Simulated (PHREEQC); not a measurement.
Dissolve 0.0044 mol/kgw H2S and 0.00031 mol/kgw NaOH at 25 °C. Closed to the air; pH follows from the charge balance.

Equilibrium calculation in PHREEQC: ion-association model, phreeqc.dat.

```json
[
 {"quantity": "pH", "before": "5.82", "after": "4.65"},
 {"quantity": "ionic strength (mol/kgw)", "before": "0.000312", "after": "2.25e-5"},
 {"quantity": "H2S (mol/kgw)", "before": "0.00409", "after": "0.00438"},
 {"quantity": "HS- (mol/kgw)", "before": "0.000312", "after": "2.25e-5"}
]
```

Question: Name the change that produced these shifts.
(A) NaOH left out
(B) diluted 10-fold with water
(C) diluted 5-fold with water
(D) 6.1e-05 mol/kgw HCl added
(E) 0.00097 mol/kgw LiOH added

Answer: A, NaOH left out

Precipitation was switched off in this run.
